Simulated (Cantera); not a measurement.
A freely propagating, adiabatic, planar premixed flame of 23.2 % H2, 16.1 % O2, 60.6 % N2, equivalence ratio 0.72, unburnt at 425 K and 0.385 atm; multicomponent+Soret transport, grid criteria slope 0.08 and curve 0.16, no radiation.

Detailed kinetics in Cantera: the H2/O2 subset of GRI-Mech 3.0, which has no nitrogen chemistry. Burning velocities carry a grid error of a few per cent, more on coarse grids.

Problem. Predict: laminar burning velocity; thermal thickness; peak x(O); peak x(HO2); peak x(H2O2).

Solution. 
- laminar burning velocity = 249 cm/s
- thermal thickness = 1.28 mm
- peak x(O) = 0.0125
- peak x(HO2) = 0.000220
- peak x(H2O2) = 3.36e-5
